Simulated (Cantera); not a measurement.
A Cantera script and its output.

```python
import numpy as np
import cantera as ct

gas = ct.Solution("gri30.yaml")
gas.TP = 300, 100000
flame = ct.CounterflowDiffusionFlame(gas, width=0.02)
flame.fuel_inlet.X, flame.fuel_inlet.T = {'CH4': 1}, 398
flame.oxidizer_inlet.X, flame.oxidizer_inlet.T = {'O2': 0.2, 'N2': 0.8}, 625
flame.set_refine_criteria(ratio=3, slope=0.12, curve=0.24, prune=0.03)
show = ['OH', 'H', 'NO', 'CO', 'C2H2']

rows = []
print(f"{'mdot':>8s}{'a_max':>10s}{'a_mean':>10s}{'Tmax/K':>9s}" + "".join(f"{s:>11s}" for s in show) + "   (peak mole fractions)")
for i, mdot in enumerate([0.25, 0.35, 0.49, 0.69, 0.97, 1.4, 1.9, 2.7]):  # kg/m2/s on the oxidiser side
    flame.oxidizer_inlet.mdot, flame.fuel_inlet.mdot = mdot, 0.78 * mdot
    flame.solve(loglevel=0, auto=(i == 0))
    if flame.T.max() < max(398, 625) + 100:
        print(f"{mdot:8.3g}  no burning solution found from the previous one")
        break
    dT = np.abs(np.gradient(flame.T, flame.grid))
    rows.append([flame.strain_rate("max"), flame.strain_rate("mean"), flame.T.max(),
                 *(flame.X[gas.species_index(s)].max() for s in show), max(dT[0], dT[-1]) / dT.max()])
    print(f"{mdot:8.3g}{rows[-1][0]:10.1f}{rows[-1][1]:10.1f}{rows[-1][2]:9.1f}" + "".join(f"{x:11.3e}" for x in rows[-1][3:-1]))
```

Result:

```
    mdot     a_max    a_mean   Tmax/K         OH          H         NO         CO       C2H2   (peak mole fractions)
    0.25     192.7      42.7   2135.8  8.264e-03  4.394e-03  2.922e-04  5.468e-02  1.405e-02
    0.35     259.7      59.7   2121.2  8.239e-03  4.587e-03  2.693e-04  5.381e-02  1.313e-02
    0.49     352.1      83.6   2108.4  8.204e-03  4.797e-03  2.453e-04  5.326e-02  1.234e-02
    0.69     481.4     117.7   2094.6  8.126e-03  4.993e-03  2.177e-04  5.291e-02  1.156e-02
    0.97     658.8     165.5   2077.2  7.951e-03  5.135e-03  1.855e-04  5.258e-02  1.062e-02
     1.4     925.0     238.9   2054.9  7.653e-03  5.228e-03  1.481e-04  5.253e-02  9.552e-03
     1.9    1229.1     324.2   2031.7  7.278e-03  5.206e-03  1.152e-04  5.260e-02  8.474e-03
     2.7    1712.3     460.7   1996.7  6.653e-03  4.999e-03  7.720e-05  5.286e-02  6.946e-03
```

Computed with Cantera and GRI-Mech 3.0 (53 species, 325 reactions). GRI-Mech 3.0 has no aromatics or soot, which form on the fuel side of real flames. The maximum strain rate includes the flame's own expansion and is several times the mean.
